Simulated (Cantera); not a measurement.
**Thermodynamics of thermal oxidation and active oxidation of silicon, feed Si + CO₂ + H₂**

Charge: 1 mol Si, 0.96 mol CO₂, 3.8 mol H₂, held at 1500 K.

Cantera equilibrium calculation (NASA polynomials, part measured and part estimated; ideal gas, pure solids and liquids). Candidate condensed phases: C, C₆H₆, C₇H₈, C₈H₁₈, H₂O, Si, SiC, SiO₂; 123 gas species. Mutual solubility and eutectic melting of coexisting phases are not modelled. The tables hold silica as quartz up to 1696 K and as liquid above; real silica turns to tridymite and cristobalite and melts near 1996 K. Rates play no part.

From 0.100 Pa to 1.00 mbar the condensed part is SiC(s). From 10.0 mbar to 0.100 bar the condensed part is SiC(s) + SiO₂(β-quartz). From 1.00 bar to 10.0 bar the condensed part is C(graphite) + SiC(s) + SiO₂(β-quartz). The main Si-bearing gas is SiO throughout.

```
P (Pa)    x H₂     x SiO     x CO     x CH₄       x H  n SiC(s)  n SiO₂(β-quartz)  n C(graphite)
-------  -----  --------  -------  --------  --------  --------  ----------------  -------------
0.100    0.651     0.169    0.164  4.75e-11    0.0142    0.0149                 0              0
1        0.660     0.171    0.164  4.86e-10   0.00452    0.0195                 0              0
10       0.663     0.171    0.164   4.90e-9   0.00143    0.0199                 0              0
100      0.664     0.171    0.164   4.91e-8  0.000454    0.0200                 0              0
1000     0.848    0.0112    0.141   2.90e-6  0.000162     0.330             0.620              0
10000    0.860  0.000520    0.139  0.000138   5.16e-5     0.346             0.652              0
100000   0.975   4.42e-5   0.0226   0.00244   1.74e-5    0.0837             0.916          0.779
1000000  0.973   4.42e-6  0.00226    0.0243   5.49e-6    0.0443             0.956          0.817
```
x: gas mole fraction; n: condensed amount in mol.
